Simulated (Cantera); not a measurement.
## Catalytic combustion on Pt

An isothermal plug-flow reactor at 550 K and 1950 Torr (inlet), inlet velocity 0.68 m/s, active area per volume 100 1/m; feed 0.278 % H₂, 4.11 % O₂, 95.6 % N₂.

Cantera simulation using Deutschmann's 1995 Pt surface mechanism with GRI-Mech 3.0 gas chemistry; the numbers are that mechanism's predictions, not measurements. Catalytic surfaces can have several steady states; this one follows from the mechanism file's or the stated starting coverage. Mass transfer to the wall is taken as infinitely fast.

```
z (m)        x H₂    x O₂     x H₂O  θ free Pt   θ O*    θ OH*
-------  --------  ------  --------  ---------  -----  -------
0.00014   0.00262  0.0411  0.000161     0.0994  0.889   0.0115
0.00024   0.00252  0.0410  0.000265     0.0956  0.893   0.0117
0.00043   0.00234  0.0409  0.000442     0.0890  0.899   0.0118
0.00076   0.00209  0.0408  0.000698     0.0796  0.909   0.0118
0.0014    0.00172  0.0406   0.00106     0.0659  0.922   0.0116
0.0024    0.00135  0.0405   0.00144     0.0519  0.937   0.0111
0.0043   0.000956  0.0403   0.00183     0.0370  0.953   0.0100
0.0076   0.000634  0.0401   0.00215     0.0246  0.967  0.00860
0.014    0.000383  0.0400   0.00240     0.0149  0.978  0.00695
```
x: gas mole fraction; θ: surface coverage.
